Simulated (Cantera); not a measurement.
**Thermodynamics of silicon oxide and oxynitride deposition, feed Si2H6 + N2O**

Charge: 1 mol Si2H6, 0.25 mol N2O, at 1.20 Torr.

Cantera equilibrium calculation (NASA polynomials, part measured and part estimated; ideal gas, pure solids and liquids). Candidate condensed phases: H2O, Si, SiO2, Si2N2O, Si3N4; 35 gas species. The feed counts by its element totals alone. Mutual solubility and eutectic melting of coexisting phases are not modelled. Rates play no part.

```tsv
T (°C)	x H2	x SiO	x N2	x H	x Si	x SiH	x SiH2	x Si2N	n Si(s)	n Si2N2O(s)
577	1.00	2.83e-12	<1e-12	5.12e-10	<1e-12	<1e-12	<1e-12	<1e-12	1.50	0.250
652	1.00	6.04e-12	2.66e-12	6.51e-9	<1e-12	<1e-12	8.89e-12	<1e-12	1.50	0.250
727	1.00	2.42e-10	2.32e-10	5.67e-8	<1e-12	<1e-12	9.37e-11	<1e-12	1.50	0.250
802	1.00	7.87e-9	7.85e-9	3.67e-7	4.74e-12	6.94e-12	7.12e-10	<1e-12	1.50	0.250
877	1.000	1.64e-7	1.64e-7	1.87e-6	1.24e-10	1.04e-10	4.15e-9	<1e-12	1.50	0.250
952	1.000	2.35e-6	2.35e-6	7.79e-6	2.16e-9	1.11e-9	1.95e-8	<1e-12	1.50	0.250
1027	1.000	2.46e-5	2.46e-5	2.77e-5	2.71e-8	8.98e-9	7.65e-8	2.09e-11	1.50	0.250
1102	1.000	0.000198	0.000198	8.56e-5	2.57e-7	5.78e-8	2.58e-7	4.23e-10	1.50	0.249
1177	0.997	0.00128	0.00128	0.000236	1.92e-6	3.05e-7	7.67e-7	6.23e-9	1.50	0.246
1252	0.986	0.00687	0.00687	0.000587	1.18e-5	1.36e-6	2.03e-6	7.00e-8	1.52	0.229
1327	0.936	0.0314	0.0314	0.00131	6.09e-5	5.14e-6	4.68e-6	6.24e-7	1.60	0.150
1402	0.854	0.0713	0.0713	0.00268	0.000271	1.68e-5	9.61e-6	3.44e-6	1.75	0
```
x: gas mole fraction; n: condensed amount in mol.

From 577 °C to 1327 °C the condensed part is Si(s) + Si2N2O(s). At 1402 °C the condensed part is Si(s).
